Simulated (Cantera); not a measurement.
An isothermal, constant-pressure homogeneous reactor starts with H₂ : O₂ : N₂ = 0.093 : 1 : 0.91 (molar parts), equivalence ratio 0.046, at 925 K and 20.0 Torr.

Cantera simulation using GRI-Mech 3.0 (53 species, 325 reactions); the numbers are that mechanism's predictions, not measurements. Radical loss at walls, strong at low pressure, is not modelled. Below about 950 K walls govern HO2 and H2O2 in real vessels. The temperature is held fixed by assumption; the heat of reaction is taken as removed at once.

x: mole fraction; the columns are a selection and need not sum to one.

```tsv
t (s)	x H₂	x O₂	x HO₂	x H₂O₂	x H₂O	x N₂O
8.00e-5	0.0464	0.499	3.95e-12	<1e-12	<1e-12	<1e-12
0.000194	0.0464	0.499	9.74e-12	<1e-12	2.24e-12	<1e-12
0.000472	0.0464	0.499	2.47e-11	<1e-12	2.18e-11	<1e-12
0.00115	0.0464	0.499	7.47e-11	<1e-12	3.18e-10	<1e-12
0.00279	0.0464	0.499	1.91e-9	<1e-12	3.22e-8	<1e-12
0.00678	0.0446	0.498	7.96e-6	2.67e-8	0.00135	6.13e-12
0.0165	0.00127	0.486	9.79e-6	3.05e-7	0.0451	1.10e-9
0.0400	0.000186	0.487	3.92e-6	1.58e-7	0.0473	1.65e-9
0.0972	4.43e-5	0.487	1.40e-6	9.31e-8	0.0475	1.85e-9
0.236	1.08e-5	0.487	4.51e-7	5.14e-8	0.0475	1.94e-9
0.574	2.21e-6	0.487	1.29e-7	2.57e-8	0.0475	1.99e-9
1.39	?	0.487	?	?	0.0475	2.02e-9
3.39	4.13e-8	0.487	9.81e-9	5.13e-9	0.0475	2.04e-9
8.23	5.00e-9	0.487	3.17e-9	2.22e-9	0.0475	2.05e-9
20.0	?	0.487	?	9.74e-10	0.0475	2.06e-9
```

Question: Fill in the missing entries.

Answer: 
- 1.39, x H₂: 3.48e-7
- 1.39, x HO₂: 3.45e-8
- 1.39, x H₂O₂: 1.18e-8
- 20.0, x H₂: 1.15e-9
- 20.0, x HO₂: 1.14e-9
